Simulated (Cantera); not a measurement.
A closed system holds: 1 mol SiC, 0.0034 mol H2O, 24 mol H2, held at 1400 K and 0.0135 Torr.

These are equilibrium values from Cantera (NASA tables, ideal gas, pure condensed phases), not measurements of a reactor. Candidate condensed phases: C, C6H6, C7H8, C8H18, H2O, Si, SiC, SiO2; 123 gas species. Rates play no part.

Base state: H2 0.999, H 0.00115, CO 7.38e-5, SiO 6.77e-5 (mole fractions); condensed: SiC(s).

**Question.** What changes in the equilibrium state with this change: temperature from 1400 K to 1100 K?

**Answer.** 
```csv
species,before,after
H2,0.999,1.000
SiO,6.77e-5,7.08e-5
CO,7.38e-5,7.08e-5
H,0.00115,6.09e-6
"SiC(s), mol",0.998,0.998
```

**Question.** What changes in the equilibrium state with this change: temperature from 1400 K to 973 K?

**Answer.** 
```
species               before    after
-------------------  -------  -------
H2                     0.999    1.000
CO                   7.38e-5  4.73e-5
SiO                  6.77e-5  5.96e-7
H                    0.00115  2.55e-7
SiC(s), mol            0.998    0.999
SiO2(β-quartz), mol        0  0.00113
```
